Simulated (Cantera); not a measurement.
A Cantera script and what it prints.

```python
import numpy as np
import cantera as ct

gas_names = [...]  # 95 gases of nasa_gas.yaml made of C, F, H
cond_names = """
    C(gr) C6H6(L) C7H8(L) C8H18(L),n-octa
""".split()


# ... load() reads the species with a 1 bar reference pressure and builds the phases ...
atoms = {
    'CH3F': {'C': 1, 'H': 3, 'F': 1},
    'CH4': {'C': 1, 'H': 4},
    'H2': {'H': 2},
}
top_T = {'C(gr)': 4500}  # K; cautious upper limits of use, not melting points


# ... equilibrate(T, P, feed) seeds the gas with the atoms and calls Mixture.equilibrate('TP', solver="vcs", rtol=1e-11, max_steps=5000) ...
results = []
feed = {'CH3F': 1, 'CH4': 0.11, 'H2': 0.069}  # mol
P = 133.322  # Pa
for T in [2800, 2825, 2850, 2875, 2900, 2925, 2950, 2975, 3000, 3025, 3050, 3075, 3100]:
    mix = equilibrate(T, P, feed)
    results.append((T, P, feed, dict(zip(mix.species_names, mix.species_moles))))
    x = sorted(zip(gas.X, gas.species_names), reverse=True)
    print(f"T = {T:g} K  P = {P:g} Pa  gas = {mix.phase_moles(0):.4g} mol")
    print("   x: " + "  ".join(f"{s} {v:.3e}" for v, s in x if v > 1e-05))
    print("   condensed (mol): " + ("  ".join(f"{mix.phase(i).name} {mix.phase_moles(i):.4g}"
          for i in range(1, mix.n_phases) if mix.phase_moles(i) > 1e-12) or "none"))
```

Output:

```
T = 2800 K  P = 133.322 Pa  gas = 3.463 mol
   x: H 6.027e-01  HF 2.783e-01  H2 7.234e-02  C3 2.368e-02  F 9.735e-03  C 4.942e-03  C2H 2.537e-03  C2H2,acetylene 2.413e-03  C2 2.313e-03  CF 7.199e-04  C5 2.265e-04  C4 4.350e-05  C4H2 3.351e-05  CH 3.104e-05
   condensed (mol): C(gr) 0.7888
T = 2825 K  P = 133.322 Pa  gas = 3.544 mol
   x: H 6.085e-01  HF 2.695e-01  H2 6.195e-02  C3 3.212e-02  F 1.170e-02  C 6.481e-03  C2 3.152e-03  C2H 2.900e-03  C2H2,acetylene 2.245e-03  CF 9.187e-04  C5 3.348e-04  C4 6.395e-05  CH 3.593e-05  C4H2 3.388e-05
   condensed (mol): C(gr) 0.6758
T = 2850 K  P = 133.322 Pa  gas = 3.64 mol
   x: H 6.107e-01  HF 2.595e-01  H2 5.256e-02  C3 4.333e-02  F 1.402e-02  C 8.457e-03  C2 4.273e-03  C2H 3.287e-03  C2H2,acetylene 2.066e-03  CF 1.167e-03  C5 4.915e-04  C4 9.337e-05  CH 4.125e-05  C4H2 3.384e-05
   condensed (mol): C(gr) 0.5206
T = 2875 K  P = 133.322 Pa  gas = 3.758 mol
   x: H 6.084e-01  HF 2.479e-01  C3 5.812e-02  H2 4.409e-02  F 1.672e-02  C 1.098e-02  C2 5.760e-03  C2H 3.691e-03  C2H2,acetylene 1.877e-03  CF 1.474e-03  C5 7.165e-04  C4 1.354e-04  CH 4.689e-05  C4H2 3.331e-05
   condensed (mol): C(gr) 0.3064
T = 2900 K  P = 133.322 Pa  gas = 3.907 mol
   x: H 6.010e-01  HF 2.343e-01  C3 7.757e-02  H2 3.645e-02  F 1.982e-02  C 1.420e-02  C2 7.725e-03  C2H 4.100e-03  CF 1.849e-03  C2H2,acetylene 1.679e-03  C5 1.038e-03  C4 1.951e-04  CH 5.273e-05  C4H2 3.224e-05
   condensed (mol): C(gr) 0.00843
T = 2925 K  P = 133.322 Pa  gas = 3.954 mol
   x: H 6.077e-01  HF 2.273e-01  C3 7.648e-02  H2 3.167e-02  F 2.348e-02  C 1.656e-02  C2 8.453e-03  C2H 3.816e-03  CF 2.097e-03  C2H2,acetylene 1.292e-03  C5 9.094e-04  C4 1.879e-04  CH 5.484e-05  C4H2 2.198e-05
   condensed (mol): none
T = 2950 K  P = 133.322 Pa  gas = 4 mol
   x: H 6.139e-01  HF 2.200e-01  C3 7.461e-02  F 2.768e-02  H2 2.754e-02  C 1.918e-02  C2 9.168e-03  C2H 3.527e-03  CF 2.358e-03  C2H2,acetylene 9.903e-04  C5 7.843e-04  C4 1.785e-04  CH 5.676e-05  C4H2 1.485e-05
   condensed (mol): none
T = 2975 K  P = 133.322 Pa  gas = 4.046 mol
   x: H 6.194e-01  HF 2.121e-01  C3 7.252e-02  F 3.243e-02  H2 2.395e-02  C 2.214e-02  C2 9.904e-03  C2H 3.252e-03  CF 2.635e-03  C2H2,acetylene 7.587e-04  C5 6.736e-04  C4 1.688e-04  CH 5.856e-05  C4H2 1.002e-05
   condensed (mol): none
T = 3000 K  P = 133.322 Pa  gas = 4.095 mol
   x: H 6.243e-01  HF 2.035e-01  C3 7.020e-02  F 3.774e-02  C 2.545e-02  H2 2.084e-02  C2 1.065e-02  C2H 2.991e-03  CF 2.923e-03  C2H2,acetylene 5.810e-04  C5 5.758e-04  C4 1.588e-04  CH 6.024e-05
   condensed (mol): none
T = 3025 K  P = 133.322 Pa  gas = 4.146 mol
   x: H 6.286e-01  HF 1.943e-01  C3 6.767e-02  F 4.359e-02  C 2.914e-02  H2 1.814e-02  C2 1.141e-02  CF 3.215e-03  C2H 2.744e-03  C5 4.896e-04  C2H2,acetylene 4.447e-04  C4 1.486e-04  CH 6.179e-05
   condensed (mol): none
T = 3050 K  P = 133.322 Pa  gas = 4.201 mol
   x: H 6.323e-01  HF 1.846e-01  C3 6.492e-02  F 4.997e-02  C 3.324e-02  H2 1.581e-02  C2 1.216e-02  CF 3.506e-03  C2H 2.510e-03  C5 4.137e-04  C2H2,acetylene 3.402e-04  C4 1.383e-04  CH 6.320e-05
   condensed (mol): none
T = 3075 K  P = 133.322 Pa  gas = 4.258 mol
   x: H 6.356e-01  HF 1.743e-01  C3 6.197e-02  F 5.680e-02  C 3.776e-02  H2 1.378e-02  C2 1.290e-02  CF 3.787e-03  C2H 2.289e-03  C5 3.473e-04  C2H2,acetylene 2.600e-04  C4 1.279e-04  CH 6.444e-05
   condensed (mol): none
T = 3100 K  P = 133.322 Pa  gas = 4.318 mol
   x: H 6.385e-01  HF 1.635e-01  F 6.402e-02  C3 5.883e-02  C 4.272e-02  C2 1.362e-02  H2 1.203e-02  CF 4.051e-03  C2H 2.080e-03  C5 2.893e-04  C2H2,acetylene 1.985e-04  C4 1.174e-04  CH 6.552e-05
   condensed (mol): none
```

These are equilibrium values from Cantera (NASA tables, ideal gas, pure condensed phases), not measurements of a reactor.
